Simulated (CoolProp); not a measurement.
Vapour-liquid equilibrium of carbonyl sulfide (1) + propane (2) at 4.05 °C; x and y are mole fractions of (1).

Model: multi-fluid Helmholtz-energy mixture model, Lemmon 2006 and Lemmon 2009; pair parameters Bell 2016, in CoolProp.

```
x      bubble pressure (MPa)  y at the bubble point  dew pressure at overall composition x (MPa)  liquid density (mol/L)
-----  ---------------------  ---------------------  -------------------------------------------  ----------------------
0.05                  0.5494                  0.070                                       0.5456                   12.06
0.125                 0.5677                  0.165                                       0.5601                   12.36
0.2                   0.5843                  0.252                                       0.5744                   12.69
0.275                 0.5995                  0.334                                       0.5886                   13.03
0.35                  0.6138                  0.412                                       0.6025                   13.39
0.425                 0.6274                  0.487                                       0.6162                   13.77
0.5                   0.6406                  0.560                                       0.6298                   14.17
0.575                 0.6536                  0.632                                       0.6433                   14.59
0.65                  0.6667                  0.701                                       0.6570                   15.03
0.725                 0.6799                  0.770                                       0.6712                   15.50
0.8                   0.6934                  0.836                                       0.6859                   15.99
0.875                 0.7075                  0.900                                       0.7018                   16.51
0.95                  0.7221                  0.961                                       0.7193                   17.06
```

No azeotrope shows between x = 0.05 and 0.95.

The pair parameters rest on a limited set of measurements; away from them the model extrapolates.
